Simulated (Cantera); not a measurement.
# Equilibrium for silicon carbide growth: SiHCl₃ + CH₄ + H₂ + C₂H₂

A closed system holds: 1 mol SiHCl₃, 0.15 mol CH₄, 180 mol H₂, 0.79 mol C₂H₂, equilibrated at 725 °C and 7.40 mbar.

Equilibrium computed with Cantera from the NASA thermochemical tables; the gas is ideal and each condensed phase is pure. Candidate condensed phases: C, C₆H₆, C₇H₈, C₈H₁₈, Si, SiC; 109 gas species. Rates play no part.

```yaml
x(H₂): 0.983
x(HCl): 0.0164
x(CH₄): 0.000697
x(SiCl₄): 1.06e-6
n(C(graphite)): 0.603 mol
n(SiC(s)): 1.000 mol
gas_amount: 183.0 mol
log10 activity of Si(s) (absent): -3.42
```
